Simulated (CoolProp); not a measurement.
Vapour-liquid equilibrium of CH2F2 (R32) (1) + R143a (2) at -44.65 °C; x and y are mole fractions of (1).

Computed with CoolProp (multi-fluid Helmholtz-energy mixture model, Tillner-Roth 1997 and Lemmon and Jacobsen 2000; pair parameters Bell 2016).

| x | bubble pressure (kPa) | y at the bubble point | dew pressure at overall composition x (kPa) | liquid density (mol/L) |
|---|---|---|---|---|
| 0.05 | 118.8 | 0.083 | 117.0 | ___ |
| 0.2 | 129.9 | 0.282 | ___ | 15.02 |
| 0.35 | 137.9 | ___ | 133.7 | 16.08 |
| 0.5 | 143.3 | ___ | 141.1 | ___ |
| 0.65 | 146.4 | ___ | ___ | ___ |
| 0.8 | 147.1 | 0.795 | 147.1 | 20.33 |
| 0.95 | 144.7 | 0.940 | 144.5 | 22.23 |

Fill in the missing entries.


- 0.05, liquid density (mol/L): 14.08
- 0.2, dew pressure at overall composition x (kPa): 125.3
- 0.35, y at the bubble point: 0.432
- 0.5, y at the bubble point: 0.558
- 0.5, liquid density (mol/L): 17.30
- 0.65, y at the bubble point: 0.674
- 0.65, dew pressure at overall composition x (kPa): 146.0
- 0.65, liquid density (mol/L): 18.70

y crosses x between x = 0.65 and 0.8: the model has an azeotrope there.

Pair parameters are fitted to limited data, so mixtures are less certain than the pure fluids.
